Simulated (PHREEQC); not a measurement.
Dissolve 2.8 mmol/kgw K2CO3 and 150 mmol/kgw FeCl2 at 52 °C. Closed to the air; pH follows from the charge balance.

All values are PHREEQC results (ion-association model, wateq4f.dat), not measurements.

### Question
The ionic strength comes out as 0.421 mol/kgw. What activity coefficients do HCO3-, CO3-2, Cl-, FeCl+, OH- get?

### Answer
HCO3- 0.69, CO3-2 0.23, Cl- 0.64, FeCl+ 0.68, OH- 0.63.

This is a speciation only: nothing precipitates in the calculation. Examples of supersaturated solids here: Siderite. Others may be too. Constants without temperature data keep their 25 °C values here.
